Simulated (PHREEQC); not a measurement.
PHREEQC input (ion-association model, wateq4f.dat):

```
SOLUTION_MASTER_SPECIES
  An  An-  0  An  62.0  # stands for a non-complexing anion
SOLUTION_SPECIES
  An- = An-
    -log_k 0
    -gamma 3.0 0
PHASES
  Fix_H+
    H+ = H+
    -log_k 0
SOLUTION 1
  temp 25
  units mmol/kgw
  pH 7 charge
  As(3) 0.00013
  Na 1.00043
  As(5) 0.00015
  An 1
END
SELECTED_OUTPUT 1
  -reset false
  -pH true
  -pe true
  -ionic_strength true
  -water true
  -totals As Na As(3) As(5)
  -molalities Hfo_wOH Hfo_wOH2+ Hfo_wO- Hfo_sOH Hfo_sOH2+ Hfo_sO- Hfo_wH2AsO4 Hfo_wHAsO4- Hfo_wOHAsO4-3 Hfo_wH2AsO3
  -saturation_indices Arsenolite
USER_PUNCH 1
  -headings sigma psi
  10 PUNCH EDL("sigma", "Hfo"), EDL("psi", "Hfo")
PRINT
  -reset false
USE solution 1
SURFACE 1
  Hfo_wOH 5.8427e-05 600 0.026
  Hfo_sOH 1.46067e-06
EQUILIBRIUM_PHASES 1
  Fix_H+ -4 HAn 10
    -force_equality true
END
# ... the last block is repeated for the other 16 points of pH, with NaOH or the acid as the point needs
```

Selected output (columns that matter, 17 of 17 rows; pH added in front):

```
pH	mu	As	Na	m_Hfo_wOH	m_Hfo_wOH2+	m_Hfo_wO-	m_Hfo_sOH	m_Hfo_sOH2+	m_Hfo_sO-	m_Hfo_wH2AsO4	m_Hfo_wHAsO4-	si_Arsenolite	sigma	psi
4	0.0011134	1.2527e-08	0.0010004	3.6476e-05	2.0172e-05	1.511e-06	9.161e-07	5.0662e-07	3.7949e-08	1.1464e-09	5.0884e-08	-14.424	0.11619	0.20984
4.38	0.0010505	1.1568e-08	0.0010004	3.982e-05	1.6079e-05	2.2591e-06	1.0001e-06	4.0384e-07	5.6739e-08	5.332e-10	3.2413e-08	-14.493	0.085258	0.19544
4.75	0.0010239	1.1046e-08	0.0010004	4.1888e-05	1.3232e-05	3.0378e-06	1.052e-06	3.3233e-07	7.6296e-08	2.7919e-10	2.1696e-08	-14.533	0.06213	0.17986
5.12	0.0010119	1.0752e-08	0.0010004	4.314e-05	1.1216e-05	3.8012e-06	1.0835e-06	2.817e-07	9.5469e-08	1.6343e-10	1.543e-08	-14.557	0.044428	0.16298
5.5	0.0010062	1.059e-08	0.0010004	4.3868e-05	9.7836e-06	4.506e-06	1.1018e-06	2.4572e-07	1.1317e-07	1.0608e-10	1.1676e-08	-14.57	0.030827	0.14444
5.88	0.0010035	1.0508e-08	0.0010004	4.4254e-05	8.8138e-06	5.0901e-06	1.1115e-06	2.2137e-07	1.2784e-07	7.6775e-11	9.4625e-09	-14.577	0.020946	0.12487
6.25	0.0010022	1.0474e-08	0.0010004	4.4446e-05	8.1787e-06	5.5331e-06	1.1163e-06	2.0542e-07	1.3897e-07	6.1124e-11	8.1537e-09	-14.581	0.014094	0.10501
6.62	0.0010014	1.0471e-08	0.0010004	4.4543e-05	7.7504e-06	5.8645e-06	1.1187e-06	1.9466e-07	1.4729e-07	5.1977e-11	7.3328e-09	-14.583	0.0092664	0.084561
7	0.001001	1.0506e-08	0.0010004	4.4592e-05	7.4523e-06	6.1127e-06	1.12e-06	1.8717e-07	1.5352e-07	4.6229e-11	6.7903e-09	-14.584	0.005796	0.063118
7.38	0.0010007	1.0615e-08	0.0010004	4.4618e-05	7.245e-06	6.2948e-06	1.1206e-06	1.8196e-07	1.581e-07	4.2509e-11	6.4262e-09	-14.585	0.0033224	0.041378
7.75	0.0010006	1.0907e-08	0.0010004	4.4631e-05	7.0936e-06	6.433e-06	1.1209e-06	1.7816e-07	1.6157e-07	3.9918e-11	6.1651e-09	-14.587	0.0014844	0.02004
8.12	0.0010014	1.1766e-08	0.0010014	4.464e-05	6.9648e-06	6.5544e-06	1.1211e-06	1.7492e-07	1.6461e-07	3.7734e-11	5.9367e-09	-14.591	-9.9122e-05	-0.0013717
8.5	0.0010034	1.4773e-08	0.0010036	4.4646e-05	6.8308e-06	6.6849e-06	1.1212e-06	1.7155e-07	1.6788e-07	3.5221e-11	5.6509e-09	-14.6	-0.0017474	-0.023348
8.88	0.0010082	2.6239e-08	0.0010085	4.4654e-05	6.6652e-06	6.8536e-06	1.1212e-06	1.6736e-07	1.7209e-07	3.087e-11	5.0768e-09	-14.622	-0.0037155	-0.045192
9.25	0.0010191	6.2867e-08	0.0010196	4.4671e-05	6.431e-06	7.1083e-06	1.1209e-06	1.6137e-07	1.7837e-07	2.1705e-11	3.7009e-09	-14.671	-0.0062686	-0.066152
9.62	0.0010444	1.3001e-07	0.0010451	4.4679e-05	6.0964e-06	7.5013e-06	1.1199e-06	1.528e-07	1.8801e-07	9.1888e-12	1.6531e-09	-14.775	-0.009888	-0.086662
10	0.0011056	1.8886e-07	0.0011068	4.4618e-05	5.6601e-06	8.0576e-06	1.1172e-06	1.4172e-07	2.0175e-07	2.1869e-12	4.2318e-10	-14.986	-0.015491	-0.10727
```

Species that the database lacks are ignored.
